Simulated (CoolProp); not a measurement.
Vapour-liquid equilibrium of benzene (1) + n-octane (2) at 1300 kPa; x and y are mole fractions of (1).

Model: multi-fluid Helmholtz-energy mixture model, Thol 2012 and Beckmüller 2019; pair parameters Bell 2016, in CoolProp.

Task: Give the bubble temperature and the first vapour's composition at x = 0.05, 0.425, 0.95. Is there an azeotrope?

Result: x = 0.05: 520.0 K, y = 0.084; x = 0.425: 493.2 K, y = 0.589; x = 0.95: 468.7 K, y = 0.972. No azeotrope shows between x = 0.05 and 0.95.

Pair parameters are fitted to limited data, so mixtures are less certain than the pure fluids. The gap from Raoult's law changes sign with composition, which may be real or a fault of the pair parameters; it wasn't checked against measurements.
